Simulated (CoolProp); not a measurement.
Values from CoolProp's reference Helmholtz-energy equation of state, Kamei 1995.

### Question
For R22, give the phase and the cp (kJ/(kg K)), cv (kJ/(kg K)) at -71.65 °C and 2.65 MPa; 58.85 °C and 0.109 MPa.

### Answer
- -71.65 °C and 2.65 MPa: liquid; cp 1.06, cv 0.659
- 58.85 °C and 0.109 MPa: gas; cp 0.697, cv 0.596
